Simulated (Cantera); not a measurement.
A perfectly stirred reactor is fed with 0.882 % CH₄, 4.27 % O₂, 94.8 % N₂, at 5.70 bar; it is held at 1425 K, and followed from long to short residence time.

Cantera simulation using GRI-Mech 3.0 (53 species, 325 reactions); the numbers are that mechanism's predictions, not measurements. The temperature is held fixed by assumption; the heat of reaction is taken as removed at once.

One state of this run: x CH₄ = 8.98e-5; x O₂ = 0.0257; x HO₂ = 8.46e-6; x OH = 6.38e-5; x H₂ = 4.88e-5. x: mole fraction; the columns are a selection and need not sum to one.

**Question.** Which value of τ (s) does it belong to?
A) 0.0026
B) 0.0071
C) 0.020
D) 1.1

**Answer.** B, 0.0071
